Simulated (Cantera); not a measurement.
## C3H8 + H2 + N2 + CO2 (carbon deposition, reforming and gasification)

A closed system holds: 1 mol C3H8, 0.53 mol H2, 3.5 mol N2, 2.3 mol CO2, equilibrated at 53.0 Pa.

These are equilibrium values from Cantera (NASA tables, ideal gas, pure condensed phases), not measurements of a reactor. Candidate condensed phases: C, C6H6, C7H8, C8H18, H2O; 136 gas species. Rates play no part.

| T (K) | x H2 | x CO | x H | x N2 | x CO2 | x H2O | x HCN | n C(graphite) |
|---|---|---|---|---|---|---|---|---|
| 700 | 0.379 | 0.206 | <1e-12 | 0.307 | 0.0903 | 0.0177 | 1.80e-9 | 1.92 |
| 850 | 0.359 | 0.361 | 5.33e-10 | 0.278 | 0.00149 | 0.000485 | 9.65e-8 | 0.724 |
| 1000 | 0.359 | 0.364 | 5.90e-8 | 0.277 | 3.99e-5 | 2.74e-5 | 1.64e-6 | 0.701 |
| 1150 | 0.359 | 0.364 | 1.94e-6 | 0.277 | 2.77e-6 | 3.25e-6 | 1.32e-5 | 0.700 |
| 1300 | 0.359 | 0.364 | 2.88e-5 | 0.277 | 3.64e-7 | 6.31e-7 | 6.53e-5 | 0.699 |
| 1450 | 0.358 | 0.364 | 0.000246 | 0.277 | 7.37e-8 | 1.73e-7 | 0.000231 | 0.697 |
| 1600 | 0.357 | 0.364 | 0.00141 | 0.277 | 2.04e-8 | 6.03e-8 | 0.000644 | 0.691 |
| 1750 | 0.354 | 0.363 | 0.00601 | 0.276 | 7.10e-9 | 2.51e-8 | 0.00149 | 0.679 |
| 1900 | 0.343 | 0.361 | 0.0202 | 0.273 | 2.92e-9 | 1.17e-8 | 0.00298 | 0.657 |
| 2050 | 0.318 | 0.354 | 0.0556 | 0.267 | 1.35e-9 | 5.76e-9 | 0.00520 | 0.619 |
| 2200 | 0.268 | 0.341 | 0.127 | 0.255 | 6.66e-10 | 2.76e-9 | 0.00788 | 0.564 |
| 2350 | 0.191 | 0.321 | 0.237 | 0.238 | 3.43e-10 | 1.17e-9 | 0.0101 | 0.496 |
| 2500 | 0.107 | 0.298 | 0.358 | 0.220 | 1.85e-10 | 4.12e-10 | 0.0109 | 0.384 |
x: gas mole fraction; n: condensed amount in mol.

From 700 K to 2500 K the condensed part is C(graphite). The main C-bearing gas is CO throughout. The share of C in condensed phases is highest at 700 K (36.3 %) and lowest at 2500 K (7.2 %).
